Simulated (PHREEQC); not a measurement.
Nickel, zinc or cadmium bath: speciation

Dissolve 3.2 mmol/kgw CdCl2, 5.2 mmol/kgw Na2SO4, 0.14 mmol/kgw H2SO4 and 0.059 mmol/kgw HF at 85 °C. Closed to the air; pH follows from the charge balance.

Model: ion-association model, wateq4f.dat, run in PHREEQC.

This is a speciation only: nothing precipitates in the calculation.

Estimate the pH, ionic strength.

pH 3.87; ionic strength 0.0204 mol/kgw.

In which forms is S present?

SO4-2 78 %, CdSO4 15 %, HSO4- 3.1 %, NaSO4- 2.9 %, Cd(SO4)2-2 1.0 % of the S.

Species that the database lacks are ignored. At this temperature some constants are extrapolated from 25 °C, and those without enthalpy data are left unchanged.
